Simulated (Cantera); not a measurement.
**Stirred combustor or abatement burner**

A perfectly stirred reactor is fed with CH₄ : H₂ : O₂ : N₂ = 1 : 0.063 : 3.5 : 21 (molar parts), equivalence ratio 0.58, at 1.40 bar; it is adiabatic with a 400 K inlet, and is followed from long to short residence time, starting on the burning branch (τ in s: 0.36, 0.13, 0.046, 0.016, 0.0059, 0.0021, 0.00075, 0.00027, 9.6e-05, 3.4e-05, 1.2e-05).

Computed with Cantera and GRI-Mech 3.0 (53 species, 325 reactions).

```csv
τ (s),T (K),x CH₄,x H₂,x O₂,x H₂O₂,x NO
0.36,1355,2.43e-5,1.93e-5,0.0576,1.16e-7,7.11e-7
0.13,1352,4.91e-5,4.12e-5,0.0578,1.92e-7,5.63e-7
0.046,1346,0.000104,9.23e-5,0.0582,3.24e-7,3.89e-7
0.016,1330,0.000246,0.000226,0.0592,5.94e-7,2.40e-7
0.0059,400,0.0391,0.00246,0.137,<1e-12,<1e-12
0.0021,400,0.0391,0.00246,0.137,<1e-12,<1e-12
0.00075,400,0.0391,0.00246,0.137,<1e-12,<1e-12
0.00027,400,0.0391,0.00246,0.137,<1e-12,<1e-12
9.6e-5,400,0.0391,0.00246,0.137,<1e-12,<1e-12
3.4e-5,400,0.0391,0.00246,0.137,<1e-12,<1e-12
1.2e-5,400,0.0391,0.00246,0.137,<1e-12,<1e-12
```
x: mole fraction; the columns are a selection and need not sum to one.
